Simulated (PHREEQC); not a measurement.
Solution (25 °C): 0.0019 mol/kgw Cu(BF4)2, 0.0017 mol/kgw HCl and 0.12 mol/kgw Na2SO4. Closed to the air; pH follows from the charge balance.

All values are PHREEQC results (ion-association model, wateq4f.dat), not measurements.

```json
[
 {"quantity": "pH", "before": "3.09", "after": "3.37"},
 {"quantity": "ionic strength (mol/kgw)", "before": "0.310", "after": "0.0352"},
 {"quantity": "Na+ (mol/kgw)", "before": "0.215", "after": "0.0233"},
 {"quantity": "SO4-2 (mol/kgw)", "before": "0.0918", "after": "0.0110"},
 {"quantity": "NaSO4- (mol/kgw)", "before": "0.0246", "after": "0.000651"},
 {"quantity": "F- (mol/kgw)", "before": "0.00276", "after": "0.000962"},
 {"quantity": "SI of Mirabilite (Na2SO4:10H2O)", "before": "-2.17", "after": "-4.55"}
]
```

Question: Which change was made?
(A) 0.036 mol/kgw H2SO4 added
(B) Cu(BF4)2 from 0.0019 to 0.0038 mol/kgw
(C) diluted 10-fold with water
(D) temperature from 25 to 65 °C
(E) Cu(BF4)2 replaced by NH4HF2 at the same molality

Answer: C, diluted 10-fold with water

No solid was allowed to form. Real BF4- forms and hydrolyses slowly; the run takes it at equilibrium.
